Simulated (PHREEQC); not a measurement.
Brine: an equilibrium model

A solution holds 1.7 mol/kgw NaBr and 0.1 mol/kgw CaCl2, at 25 °C and 300 atm. Closed to the air; pH follows from the charge balance.

Model: Pitzer model, pitzer.dat, run in PHREEQC.

This is a speciation only: nothing precipitates in the calculation.

Problem. Predict the activity of water, density, osmotic coefficient.

Solution. activity of water 0.934; density 1.142 g/cm³; osmotic coefficient 1.031.

Under pressure, the constants of complexes without a molar volume in the database are unreliable.
